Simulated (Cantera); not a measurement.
Standard-state values (1 bar) from the NASA 1993 polynomials, evaluated with Cantera. Values are per mole of reaction as written; species without (g) are pure solids or liquids, kept so even where they would boil at 1 bar.

Between 300 and 1023 K, where is each reaction favourable under standard conditions?
- Cu + F₂(g) ⇌ CuF₂(g)
- 0.6667 Al + F₂(g) ⇌ 0.6667 AlF₃(g)
- H₂(g) + F₂(g) ⇌ 2 HF(g)


- Cu + F₂(g) ⇌ CuF₂(g): ΔG° is -276 kJ at 300 K and -295 kJ at 1023 K; it stays negative (K > 1). ΔH° is -272 kJ and ΔS° 22 J/K at 1023 K.
- 0.6667 Al + F₂(g) ⇌ 0.6667 AlF₃(g): ΔG° is -795 kJ at 300 K and -765 kJ at 1023 K; it stays negative (K > 1). ΔH° is -817 kJ and ΔS° -51 J/K at 1023 K.
- H₂(g) + F₂(g) ⇌ 2 HF(g): ΔG° is -549 kJ at 300 K and -557 kJ at 1023 K; it stays negative (K > 1). ΔH° is -549 kJ and ΔS° 8 J/K at 1023 K.
